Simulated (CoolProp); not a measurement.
Vapour pressure (MPa) of CH3F (R41): the reference equation beside estimates from Tc = 317.3 K, pc = 5.906 MPa, ω = 0.200. Clausius-Clapeyron is anchored at 182.9 K with a constant enthalpy of vaporisation of 17.14 kJ/mol.

The numbers come from the reference Helmholtz-energy equation of state, Lemmon 2006 in CoolProp. It is a short technical equation, of lower accuracy than the large ones.

| T (K) | reference | Clausius-Clapeyron | van der Waals | Redlich-Kwong | Soave-Redlich-Kwong |
|---|---|---|---|---|---|
| 179.6 | 0.04050 | 0.04077 | 0.3635 | 0.06385 | 0.03782 |
| 182.9 | 0.05015 | 0.05015 | 0.4056 | 0.07843 | 0.04719 |
| 186.2 | 0.06158 | 0.06124 | 0.4510 | 0.09548 | 0.05836 |
| 189.5 | 0.07500 | 0.07426 | 0.4997 | 0.1153 | 0.07155 |
| 192.9 | 0.09118 | 0.08996 | 0.5535 | 0.1388 | 0.08755 |
| 196.2 | 0.1094 | 0.1077 | 0.6094 | 0.1649 | 0.1057 |
| 199.5 | 0.1304 | 0.1281 | 0.6689 | 0.1946 | 0.1266 |
| 202.8 | 0.1545 | 0.1516 | 0.7323 | 0.2281 | 0.1508 |
| 206.1 | 0.1819 | 0.1784 | 0.7995 | 0.2658 | 0.1784 |
| 209.4 | 0.2129 | 0.2088 | 0.8708 | 0.3079 | 0.2097 |
| 212.7 | 0.2480 | 0.2433 | 0.9461 | 0.3547 | 0.2453 |
| 216 | 0.2873 | 0.2821 | 1.026 | 0.4065 | 0.2853 |
| 219.3 | 0.3312 | 0.3256 | 1.110 | 0.4637 | 0.3301 |
| 222.6 | 0.3802 | 0.3743 | 1.198 | 0.5264 | 0.3802 |
| 225.9 | 0.4344 | 0.4286 | 1.290 | 0.5951 | 0.4358 |

Absolute difference from the reference over all 15 rows, mean and median: Clausius-Clapeyron 1.4 and 1.6 %, van der Waals 419.4 and 374.0 %, Redlich-Kwong 47.6 and 47.6 %, Soave-Redlich-Kwong 2.7 and 2.4 %.
